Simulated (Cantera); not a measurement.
What does this Cantera script print?

```python
import numpy as np
import cantera as ct

gas = ct.Solution("gri30.yaml")
gas.TPX = 475, 500000, {'CO': 1, 'H2': 0.16, 'CH4': 0.053, 'O2': 0.572, 'N2': 2.15, 'H2O': 1.2}
inlet = ct.Reservoir(gas, clone=True)
gas.equilibrate("HP")  # start burning
reactor = ct.IdealGasConstPressureReactor(gas, energy="on", clone=False)
exhaust = ct.Reservoir(gas, clone=True)
tau = [0.036, 0.018, 0.0093, 0.0047, 0.0024, 0.0012, 0.00061, 0.00031, 0.00016, 7.9e-05, 4e-05, 2e-05, 1e-05][0]
for a, b in ((inlet, reactor), (reactor, exhaust)):
    ct.MassFlowController(a, b, mdot=lambda t: reactor.mass / tau)
net = ct.ReactorNet([reactor])
show = ['CO', 'H2', 'CH4', 'H', 'CH2O', 'N2O']

rows = []
print(f"{'tau/s':>10s}{'T/K':>9s}" + "".join(f"{s:>11s}" for s in show))
for tau in [0.036, 0.018, 0.0093, 0.0047, 0.0024, 0.0012, 0.00061, 0.00031, 0.00016, 7.9e-05, 4e-05, 2e-05, 1e-05]:
    net.initial_time = 0.0
    net.advance(30 * tau)
    before = gas.X
    net.advance(40 * tau)
    drift = np.max(np.abs(gas.X - before) / (gas.X + 1e-9))
    rows.append([gas.T, *gas[show].X, drift])
    print(f"{tau:10.3e}{gas.T:9.1f}" + "".join(f"{x:11.3e}" for x in gas[show].X))
```

Output:

```
     tau/s      T/K         CO         H2        CH4          H       CH2O        N2O
 3.600e-02   2049.1  3.731e-02  1.242e-02  2.909e-06  3.328e-04  2.073e-07  2.593e-08
 1.800e-02   2044.5  3.766e-02  1.253e-02  3.737e-06  4.358e-04  3.128e-07  3.580e-08
 9.300e-03   2038.2  3.816e-02  1.268e-02  4.846e-06  5.654e-04  4.613e-07  4.799e-08
 4.700e-03   2029.0  3.895e-02  1.291e-02  6.537e-06  7.410e-04  6.892e-07  6.356e-08
 2.400e-03   2016.1  4.010e-02  1.323e-02  9.082e-06  9.692e-04  1.025e-06  8.174e-08
 1.200e-03   1997.5  4.183e-02  1.368e-02  1.323e-05  1.283e-03  1.547e-06  1.030e-07
 6.100e-04   1972.5  4.427e-02  1.424e-02  1.986e-05  1.694e-03  2.322e-06  1.255e-07
 3.100e-04   1938.4  4.777e-02  1.489e-02  3.120e-05  2.235e-03  3.523e-06  1.487e-07
 1.600e-04   1893.2  5.276e-02  1.549e-02  5.140e-05  2.892e-03  5.422e-06  1.712e-07
 7.900e-05   1825.5  6.124e-02  1.575e-02  9.694e-05  3.628e-03  9.131e-06  1.957e-07
 4.000e-05   1713.0  7.852e-02  1.449e-02  2.345e-04  3.730e-03  1.851e-05  2.256e-07
 2.000e-05    475.0  1.947e-01  3.116e-02  1.032e-02  1.105e-24  1.292e-18  8.225e-22
 1.000e-05    475.0  1.947e-01  3.116e-02  1.032e-02  6.926e-25  7.153e-22  4.554e-25
```

Detailed kinetics in Cantera: GRI-Mech 3.0 (53 species, 325 reactions).
